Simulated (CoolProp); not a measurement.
The numbers come from the reference Helmholtz-energy equation of state, Wu 2011 in CoolProp.

Question: For dimethyl ether, give the phase and the Joule-Thomson coefficient (K/MPa), viscosity (µPa s) at -45.75 °C and 8340 kPa; -45.75 °C and 11700 kPa; -45.75 °C and 13300 kPa.

Answer: 
- -45.75 °C and 8340 kPa: liquid; Joule-Thomson coefficient -0.378, viscosity 292
- -45.75 °C and 11700 kPa: liquid; Joule-Thomson coefficient -0.383, viscosity 301
- -45.75 °C and 13300 kPa: liquid; Joule-Thomson coefficient -0.385, viscosity 305

Viscosity comes from a separate model (Meng 2012).
